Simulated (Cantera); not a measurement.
An isothermal, constant-pressure homogeneous reactor starts with NO : N2 = 1 : 0.25 (molar parts), at 1998 K and 10.00 Torr. Integrator tolerance rtol = 1e-08.

Computed with Cantera and GRI-Mech 3.0 (53 species, 325 reactions). Radical loss at walls, strong at low pressure, is not modelled.

**Question.** What does this change do: temperature 1998 to 2150 K?

**Answer.** 
| quantity | before | after |
|---|---|---|
| x(NO) at 7.00 s | 0.431 (gas-phase equilibrium 0.00908) | 0.0334 (gas-phase equilibrium 0.0132) |
| x(NO2) at 7.00 s | 7.78e-5 (gas-phase equilibrium 2.48e-6) | 7.05e-6 (gas-phase equilibrium 2.83e-6) |
| x(O) at 7.00 s | 0.00258 (gas-phase equilibrium 0.00360) | 0.0104 (gas-phase equilibrium 0.0106) |
| x(N2O) at 7.00 s | 4.11e-5 (gas-phase equilibrium 5.12e-8) | 2.22e-7 (gas-phase equilibrium 7.37e-8) |
| x(N2) at 7.00 s | 0.384 (gas-phase equilibrium 0.594) | 0.580 (gas-phase equilibrium 0.590) |
| x(O2) at 7.00 s | 0.183 (gas-phase equilibrium 0.393) | 0.376 (gas-phase equilibrium 0.386) |

**Question.** What does this change do: 0.0028 parts H2O added?

**Answer.** 
| quantity | before | after |
|---|---|---|
| x(NO) at 7.00 s | 0.431 (gas-phase equilibrium 0.00908) | 0.422 (gas-phase equilibrium 0.00906) |
| x(NO2) at 7.00 s | 7.78e-5 (gas-phase equilibrium 2.48e-6) | 7.72e-5 (gas-phase equilibrium 2.47e-6) |
| x(O) at 7.00 s | 0.00258 (gas-phase equilibrium 0.00360) | 0.00257 (gas-phase equilibrium 0.00359) |
| x(N2O) at 7.00 s | 4.11e-5 (gas-phase equilibrium 5.12e-8) | 3.28e-5 (gas-phase equilibrium 5.10e-8) |
| x(N2) at 7.00 s | 0.384 (gas-phase equilibrium 0.594) | 0.387 (gas-phase equilibrium 0.593) |
| x(O2) at 7.00 s | 0.183 (gas-phase equilibrium 0.393) | 0.186 (gas-phase equilibrium 0.392) |

**Question.** What does this change do: 0.025 parts H2O added?

**Answer.** 
```json
[
 {"quantity": "x(NO) at 7.00 s", "before": "0.431 (gas-phase equilibrium 0.00908)", "after": "0.387 (gas-phase equilibrium 0.00889)"},
 {"quantity": "x(NO2) at 7.00 s", "before": "7.78e-5 (gas-phase equilibrium 2.48e-6)", "after": "7.34e-5 (gas-phase equilibrium 2.40e-6)"},
 {"quantity": "x(O) at 7.00 s", "before": "0.00258 (gas-phase equilibrium 0.00360)", "after": "0.00259 (gas-phase equilibrium 0.00356)"},
 {"quantity": "x(N2O) at 7.00 s", "before": "4.11e-5 (gas-phase equilibrium 5.12e-8)", "after": "2.01e-5 (gas-phase equilibrium 4.96e-8)"},
 {"quantity": "x(N2) at 7.00 s", "before": "0.384 (gas-phase equilibrium 0.594)", "after": "0.393 (gas-phase equilibrium 0.582)"},
 {"quantity": "x(O2) at 7.00 s", "before": "0.183 (gas-phase equilibrium 0.393)", "after": "0.196 (gas-phase equilibrium 0.384)"}
]
```
